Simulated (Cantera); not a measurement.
An isothermal, constant-pressure homogeneous reactor starts with CH4 : H2 : H = 0.045 : 1 : 0.024 (molar parts), at 2400 K and 0.140 bar. Integrator tolerance rtol = 1e-08.

Cantera simulation using GRI-Mech 3.0 (53 species, 325 reactions); the numbers are that mechanism's predictions, not measurements. GRI-Mech 3.0 stops at C3 and has no aromatics, soot or wall deposition, so with more carbon than oxygen in the feed, carbon stays in small species such as C2H2 where larger ones or solid carbon would form.

What does this change do: 0.017 parts N2 added?


```json
[
 {"quantity": "x(CH4) at 50.0 s", "before": "3.78e-5 (gas-phase equilibrium 3.81e-5)", "after": "3.35e-5 (gas-phase equilibrium 3.20e-5)"},
 {"quantity": "x(H2) at 50.0 s", "before": "0.938 (gas-phase equilibrium 0.938)", "after": "0.924 (gas-phase equilibrium 0.924)"},
 {"quantity": "x(H) at 50.0 s", "before": "0.0415 (gas-phase equilibrium 0.0415)", "after": "0.0412 (gas-phase equilibrium 0.0412)"},
 {"quantity": "x(CH3) at 50.0 s", "before": "3.05e-5 (gas-phase equilibrium 3.08e-5)", "after": "2.73e-5 (gas-phase equilibrium 2.61e-5)"},
 {"quantity": "x(C2H2) at 50.0 s", "before": "0.0199 (gas-phase equilibrium 0.0199)", "after": "0.0165 (gas-phase equilibrium 0.0147)"},
 {"quantity": "x(C2H6) at 50.0 s", "before": "4.44e-11 (gas-phase equilibrium 4.51e-11)", "after": "3.55e-11 (gas-phase equilibrium 3.23e-11)"},
 {"quantity": "x(C2H4) at 50.0 s", "before": "2.74e-6 (gas-phase equilibrium 2.74e-6)", "after": "2.24e-6 (gas-phase equilibrium 1.99e-6)"}
]
```
